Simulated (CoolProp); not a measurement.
R152A along the isotherm 133.05 °C: fugacity coefficient from the reference equation and from simpler models built on Tc = 113.3 °C, pc = 4.517 MPa, ω = 0.275; each cubic takes its own stable root.

Values from CoolProp's reference Helmholtz-energy equation of state, Outcalt 1996. It is a modified Benedict-Webb-Rubin equation, recast in Helmholtz form.

```csv
p (MPa),phase,reference
0.941,gas,0.9360
1.88,gas,0.8742
2.82,gas,0.8140
3.76,gas,0.7551
4.7,supercritical,0.6968
5.65,supercritical,0.6372
6.59,supercritical,0.5776
7.53,supercritical,0.5257
8.47,supercritical,0.4838
9.41,supercritical,0.4497
10.4,supercritical,0.4203
11.3,supercritical,0.3980
```

Question: How far does each simpler model (van der Waals, Redlich-Kwong, Soave-Redlich-Kwong, Peng-Robinson) lie from the reference over these 12 states: mean and median of the absolute difference, and the worst?

Answer: 
- van der Waals: mean 5.3 %, median 4.1 %, worst +11.3 % at 133.05 °C and 11.3 MPa
- Redlich-Kwong: mean 2.4 %, median 1.6 %, worst +5.7 % at 133.05 °C and 11.3 MPa
- Soave-Redlich-Kwong: mean 4.6 %, median 4.0 %, worst +9.6 % at 133.05 °C and 11.3 MPa
- Peng-Robinson: mean 1.1 %, median 0.7 %, worst +3.0 % at 133.05 °C and 11.3 MPa
